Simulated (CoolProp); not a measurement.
The numbers come from the reference Helmholtz-energy equation of state, Fiedler 2023 in CoolProp.

Q: Give the vapour pressure (kPa), vapour density (kg/m³) of saturated tetrahydrofuran at 325.2, 377.5 K.

A: 
```
T (K)  p (kPa)  vapour density (kg/m³)
-----  -------  ----------------------
325.2     63.2                    1.72
377.5      305                    7.47
```
